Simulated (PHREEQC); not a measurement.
0.18 g of hydrous ferric oxide (600 m²/g; 0.2 weak and 0.005 strong sites per Fe, Dzombak-Morel constants, diffuse double layer) in 1 kg of water with 0.3 mol/kgw of an inert sodium salt, at 25 °C; the pH is set by adding NaOH or the inert anion's acid. Oxygen alone is held at its pressure in air (log pO2 = -0.68). CO2 from the air is kept out. Precipitation was switched off in this run.

Computed with PHREEQC (ion-association model, wateq4f.dat).

| pH | surface charge σ (C/m²) | surface potential ψ (mV) |
|---|---|---|
| 4 | 0.349 | 123 |
| 4.5 | 0.318 | 118 |
| 5.5 | 0.210 | 98 |
| 6 | 0.154 | 83 |
| 6.5 | 0.106 | 65 |
| 7.5 | 0.034 | 26 |
| 8 | 0.006 | 5 |
| 8.5 | -0.021 | -17 |
| 9.5 | -0.087 | -57 |
| 10 | -0.132 | -75 |

Species that the database lacks are ignored.
